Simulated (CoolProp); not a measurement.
Vapour-liquid equilibrium of R152A (1) + R134a (2) at -96.05 °C; x and y are mole fractions of (1).

Model: multi-fluid Helmholtz-energy mixture model, Outcalt 1996 and Tillner-Roth 1994; pair parameters Lemmon 2004, in CoolProp.

**Question.** Give the bubble pressure and the first vapour's composition at x = 0.05, 0.2, 0.65. Is there an azeotrope?

**Answer.** x = 0.05: 0.0008257 MPa, y = 0.029; x = 0.2: 0.0007729 MPa, y = 0.145; x = 0.65: 0.0007341 MPa, y = 0.697. y crosses x between x = 0.5 and 0.575: the model has an azeotrope there.

The pair parameters rest on a limited set of measurements; away from them the model extrapolates.
